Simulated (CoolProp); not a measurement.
Vapour-liquid equilibrium of toluene (1) + n-nonane (2) at 486.8 K; x and y are mole fractions of (1).

Values from CoolProp's multi-fluid Helmholtz-energy mixture model, Lemmon 2006 and Lemmon 2006; pair parameters Bell 2016.

| x | bubble pressure (bar) | y at the bubble point | dew pressure at overall composition x (bar) | liquid density (mol/L) |
|---|---|---|---|---|
| 0.05 | 4.479 | 0.104 | 4.314 | 4.337 |
| 0.125 | 4.940 | 0.237 | 4.547 | 4.475 |
| 0.2 | 5.394 | 0.348 | 4.804 | 4.621 |
| 0.275 | 5.838 | 0.443 | 5.088 | 4.777 |
| 0.35 | 6.269 | 0.525 | 5.401 | 4.944 |
| 0.425 | 6.687 | 0.597 | 5.748 | 5.123 |
| 0.5 | 7.089 | 0.661 | 6.132 | 5.317 |
| 0.575 | 7.479 | 0.719 | 6.555 | 5.527 |
| 0.65 | 7.856 | 0.773 | 7.018 | 5.754 |
| 0.725 | 8.221 | 0.824 | 7.518 | 6.002 |
| 0.8 | 8.578 | 0.873 | 8.046 | 6.273 |
| 0.875 | 8.926 | 0.921 | 8.592 | 6.571 |
| 0.95 | 9.267 | 0.968 | 9.136 | 6.899 |

No azeotrope shows between x = 0.05 and 0.95.

Pair parameters are fitted to limited data, so mixtures are less certain than the pure fluids.
